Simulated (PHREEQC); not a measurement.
Model water analysis in mg/L, 25 °C, pH 4.14, pe 8.5:

```
constituent   mg/L
-----------  -----
Na            18.9
K             83.1
Ca             139
Mg            13.7
Cl             102
S(6) as SO4    419
B            0.505
Fe(3)          1.2
Zn           0.248
```

Valence states are taken as typed.

Model: ion-association model, phreeqc.dat, run in PHREEQC.

```tsv
quantity	before	after
ionic strength (mol/kgw)	0.0165	0.0450
SO4-2 (mol/kgw)	0.00352	0.00939
Ca+2 (mol/kgw)	0.00282	0.00754
Mg+2 (mol/kgw)	0.000431	0.00112
MgSO4 (mol/kgw)	0.000133	0.000576
SI of Gypsum (CaSO4:2H2O)	-0.85	-0.21
```

Task: Which change was made?
A) all concentrations times 3 at the same typed pH
B) temperature from 25 to 65 °C at the same typed pH
C) S(6) from 419 to 210 mg/L

Result: A, all concentrations times 3 at the same typed pH

This is a speciation only: nothing precipitates in the calculation. Some of these states are supersaturated (in Jarosite-K, Fe(OH)3(a), for instance).
